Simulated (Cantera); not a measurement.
Feed: 1 mol SiHCl₃, 0.0061 mol C₃H₈, a varied amount of H₂, equilibrated at 1823 K and 1000 Pa.

These are equilibrium values from Cantera (NASA tables, ideal gas, pure condensed phases), not measurements of a reactor. Candidate condensed phases: C, C₆H₆, C₇H₈, C₈H₁₈, Si, SiC; 109 gas species. Mutual solubility and eutectic melting of coexisting phases are not modelled. The tables' values for SiCl are old estimates; treat these amounts as uncertain. Gases not in the tables: Si₂H₆ and higher silanes. Kinetics and transport are ignored.

Question: At 260 mol H₂, list the 5 most abundant gas species with their mole fractions, and the condensed phases.

Answer: H₂ 0.984, HCl 0.0107, H 0.00430, Si 0.000442, SiCl₂ 0.000346. Condensed: Si(l) + SiC(s).
